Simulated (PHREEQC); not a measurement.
Metal-bearing waste water: an equilibrium model

Solution (25 °C): 0.048 mol/kgw ZnSO4, 0.062 mol/kgw H3AsO4 and 0.019 mol/kgw NaH2PO4. Closed to the air; pH follows from the charge balance.

All values are PHREEQC results (ion-association model, wateq4f.dat), not measurements.

No solid was allowed to form.

What pH, ionic strength does the model give?

pH 2.06; ionic strength 0.140 mol/kgw.

In which forms is P present?

H2PO4- 51 %, H3PO4 49 % of the P.

Species that the database lacks are ignored. H3PO4, which wateq4f.dat lacks, is added to it with the constant of phreeqc.dat. The database has no phosphate complexes of Zn. The database has no arsenate complexes of Zn.
